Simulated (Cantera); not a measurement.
A closed system holds: 1 mol BN, a varied amount of H₂O, 1.1 mol H₂, at 1375 K and 0.0100 bar.

Method: chemical equilibrium by Gibbs-energy minimisation in Cantera with the NASA 1993 tables (ideal gas, pure condensed phases). Candidate condensed phases: B, BN, B₂O₃, B₃O₃H₃, H₂O; 39 gas species. Mutual solubility and eutectic melting of coexisting phases are not modelled. Gases not in the tables: H₃BO₃. Rates play no part.

x: gas mole fraction; n: condensed amount in mol.

```tsv
n(H₂O) (mol)	x H₂	x H₂O	x N₂	x HBO₂	x HBO	x B₂O₃	x (HBO₂)₃	n BN(s)	n B₂O₃(l)
0.17	0.955	0.000590	0.0423	0.00175	0.000662	0.000132	9.35e-9	(withheld)	0.0544
0.51	0.902	0.000729	0.0949	0.00194	0.000562	0.000132	1.29e-8	(withheld)	0.167
0.85	0.870	0.000774	0.126	0.00200	0.000527	0.000132	1.41e-8	(withheld)	0.279
1.2	0.849	0.000795	0.147	0.00203	0.000507	0.000132	1.46e-8	(withheld)	0.395
1.5	0.836	0.000806	0.161	0.00204	0.000496	0.000132	1.49e-8	(withheld)	0.494
1.9	0.734	0.101	0.141	0.0229	3.88e-5	0.000132	2.11e-5	0	0.459
2.2	0.674	0.167	0.130	0.0294	2.78e-5	0.000132	4.44e-5	0	0.443
2.6	0.608	0.240	0.117	0.0352	2.09e-5	0.000132	7.65e-5	0	0.424
```

Q: What belongs in the gaps?

A: 
- 0.17, n BN(s): 0.888
- 0.51, n BN(s): 0.662
- 0.85, n BN(s): 0.436
- 1.2, n BN(s): 0.203
- 1.5, n BN(s): 0.00326
